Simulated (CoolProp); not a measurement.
Vapour pressure (bar) of toluene: the reference equation beside estimates from Tc = 591.7 K, pc = 41.26 bar, ω = 0.266. Clausius-Clapeyron is anchored at 458.4 K with a constant enthalpy of vaporisation of 28.04 kJ/mol.

Computed with CoolProp (reference Helmholtz-energy equation of state, Lemmon 2006). It is a short technical equation, of lower accuracy than the large ones.

| T (K) | reference | Clausius-Clapeyron | van der Waals | Peng-Robinson |
|---|---|---|---|---|
| 437.2 | 3.744 | 4.005 | 10.83 | 3.735 |
| 442.5 | 4.180 | 4.392 | 11.49 | 4.172 |
| 447.8 | 4.654 | 4.807 | 12.17 | 4.648 |
| 453.1 | 5.167 | 5.250 | 12.88 | 5.164 |
| 458.4 | 5.722 | 5.722 | 13.61 | 5.722 |
| 463.6 | 6.308 | 6.214 | 14.35 | 6.313 |
| 468.9 | 6.951 | 6.746 | 15.13 | 6.962 |
| 474.2 | 7.642 | 7.311 | 15.94 | 7.660 |
| 479.5 | 8.383 | 7.909 | 16.78 | 8.409 |
| 484.8 | 9.177 | 8.541 | 17.64 | 9.212 |
| 490.1 | 10.03 | 9.209 | 18.53 | 10.07 |
| 495.3 | 10.91 | 9.899 | 19.44 | 10.97 |
| 500.6 | 11.88 | 10.64 | 20.38 | 11.95 |
| 505.9 | 12.91 | 11.42 | 21.36 | 12.99 |

Absolute difference from the reference over all 14 rows, mean and median: Clausius-Clapeyron 5.6 and 5.4 %, van der Waals 118.5 and 113.1 %, Peng-Robinson 0.3 and 0.2 %.
